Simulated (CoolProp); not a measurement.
Vapour-liquid equilibrium of n-hexane (1) + ethylbenzene (2) at 0.00574 MPa; x and y are mole fractions of (1).

The numbers come from the multi-fluid Helmholtz-energy mixture model, Thol 2019 and Zhou 2012; pair parameters Bell 2016 in CoolProp.

Q: Give the bubble temperature and the first vapour's composition at x = 0.2, 0.8, 0.95. Is there an azeotrope?

A: x = 0.2: 295.6 K, y = 0.842; x = 0.8: 275.8 K, y = 0.985; x = 0.95: 273.1 K, y = 0.996. No azeotrope shows between x = 0.05 and 0.95.

Pair parameters are fitted to limited data, so mixtures are less certain than the pure fluids.
